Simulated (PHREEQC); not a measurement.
1 kg of water holding 88 mmol/kgw NaCl and 77 mmol/kgw MgSO4 is evaporated at 75 °C; the solids stay in contact with the brine. CO2 from the air is kept out. Solids allowed: Bischofite, Bloedite, Brucite, Epsomite, Halite, Hexahydrite, Kieserite, Mirabilite, Thenardite, MgCl2_4H2O. Others were left out.

Equilibrium calculation in PHREEQC: Pitzer model, pitzer.dat.

| water left (kg) | ionic strength | water activity | Kieserite (mol) | Halite (mol) |
|---|---|---|---|---|
| 1 | 0.396 | 0.996 | 0 | 0 |
| 0.6755 | 0.586 | 0.994 | 0 | 0 |
| 0.375 | 1.06 | 0.988 | 0 | 0 |
| 0.2533 | 1.56 | 0.983 | 0 | 0 |
| 0.1407 | 2.82 | 0.969 | 0 | 0 |
| 0.09502 | 4.17 | 0.951 | 0 | 0 |
| 0.06418 | 6.17 | 0.922 | 0 | 0 |
| 0.03564 | 11.1 | 0.831 | 0 | 0 |
| 0.02407 | 16.0 | 0.723 | 0 | 0 |
| 0.01275 | 15.6 | 0.669 | 0.0347 | 0.0206 |
| 0.008129 | 15.6 | 0.669 | 0.0500 | 0.0450 |

Thenardite from water left = 0.02407 kg; Kieserite from water left = 0.01962 kg; Halite from water left = 0.01583 kg.

Complexes and solids missing from the database can't appear. Away from 25 °C the constants follow the database's enthalpies or fits; those with neither stay at their 25 °C values.
